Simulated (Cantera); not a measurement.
Input (Python, Cantera) and output of one run.

```python
import numpy as np
import cantera as ct

gas_names = """
    Ca CaF CaF2 CaO Ca2 F FO FO2 F2 F2O N NF NF2 NF3 NO NO2 NO3 N2 N2O O O2 O3
""".split()
cond_names = """
    Ca(a) Ca(b) Ca(L) CaF2(a) CaF2(b) CaF2(L) CaO(s) CaO(L)
""".split()


def load(file, names, dense=False):
    # The tables refer to 1 bar. Condensed volumes are neglected.
    table = {s.name: s for s in ct.Species.list_from_file(file)}
    out = []
    for n in names:
        d = dict(table[n].input_data)
        d["thermo"] = dict(d["thermo"], **{"reference-pressure": 1e5})
        if dense:
            d["equation-of-state"] = {"model": "constant-volume", "density": "1e6 g/cm^3"}
        out.append(ct.Species.from_dict(d))
    return out


gas = ct.Solution(thermo="ideal-gas", species=load("nasa_gas.yaml", gas_names))
cond = {s.name: ct.Solution(thermo="fixed-stoichiometry", species=[s], name=s.name)
        for s in load("nasa_condensed.yaml", cond_names, dense=True)}
atoms = {
    'CaO': {'Ca': 1, 'O': 1},
    'NF3': {'N': 1, 'F': 3},
    'N2': {'N': 2},
}
top_T = {}  # K; cautious upper limits of use, not melting points


def equilibrate(T, P, feed):
    n = {}
    for name, mol in feed.items():
        for a, k in atoms[name].items():
            n[a] = n.get(a, 0.0) + k * mol
    gas.TPX = T, P, n
    mass = sum(n.values()) * gas.mean_molecular_weight
    gas.equilibrate("TP")
    valid = [c for c in cond.values() if c.min_temp <= T <= top_T.get(c.name, c.max_temp)]
    mix = ct.Mixture([(gas, mass / gas.mean_molecular_weight)] + [(c, 0.0) for c in valid])
    mix.T, mix.P = T, P
    mix.equilibrate("TP", solver="vcs", rtol=1e-11, max_steps=5000)
    return mix


results = []
feed = {'CaO': 1, 'NF3': 6.9, 'N2': 55}  # mol
T = 1748  # K
P = 750  # Pa
mix = equilibrate(T, P, feed)
results.append((T, P, feed, dict(zip(mix.species_names, mix.species_moles))))
x = sorted(zip(gas.X, gas.species_names), reverse=True)
print(f"T = {T:g} K  P = {P:g} Pa  gas = {mix.phase_moles(0):.4g} mol")
print("   x: " + "  ".join(f"{s} {v:.3e}" for v, s in x if v > 1e-05))
print("   condensed (mol): " + ("  ".join(f"{mix.phase(i).name} {mix.phase_moles(i):.4g}"
      for i in range(1, mix.n_phases) if mix.phase_moles(i) > 1e-12) or "none"))
```

Output:

```
T = 1748 K  P = 750 Pa  gas = 78.65 mol
   x: N2 7.429e-01  F 2.377e-01  CaF2 1.271e-02  O2 6.039e-03  NO 5.705e-04  O 6.579e-05
   condensed (mol): none
```

Equilibrium computed with Cantera from the NASA thermochemical tables; the gas is ideal and each condensed phase is pure.
